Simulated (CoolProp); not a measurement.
Saturation properties of oxygen.

The numbers come from the reference Helmholtz-energy equation of state, Schmidt 1985 in CoolProp.

| T (K) | p (kPa) | surface tension (mN/m) | liquid viscosity (µPa s) | vapour viscosity (µPa s) | liquid conductivity (mW/(m K)) |
|---|---|---|---|---|---|
| 75.4 | 15.48 | 16.9 | 304 | 5.78 | 172 |
| 78.5 | 24.47 | 16.1 | 274 | 6.03 | 168 |
| 81.6 | 37.25 | 15.3 | 249 | 6.27 | 163 |
| 84.7 | 54.83 | 14.5 | 227 | 6.52 | 159 |
| 87.8 | 78.36 | 13.7 | 208 | 6.76 | 154 |
| 90.8 | 108.0 | 13.0 | 192 | 7.00 | 150 |
| 93.9 | 146.9 | 12.2 | 177 | [?] | 145 |
| 97 | 195.8 | 11.5 | 164 | 7.49 | 141 |
| 100.1 | 256.1 | 10.7 | 152 | 7.74 | 136 |
| 103.2 | 329.4 | 9.97 | 142 | [?] | 132 |
| 106.3 | 417.2 | 9.24 | 132 | 8.24 | 127 |
| 109.4 | 521.3 | 8.52 | 123 | 8.50 | 123 |
| 112.5 | [?] | 7.81 | 115 | 8.76 | 118 |

Q: Fill in the missing entries.

A: 
- 93.9, vapour viscosity (µPa s): 7.24
- 103.2, vapour viscosity (µPa s): 7.99
- 112.5, p (kPa): 643.1

It boils at 90.2 K under 1 atm.

Viscosity comes from a separate model (Lemmon 2004). Thermal conductivity comes from a separate model (Lemmon 2004). Surface tension comes from a separate correlation (Mulero 2012).
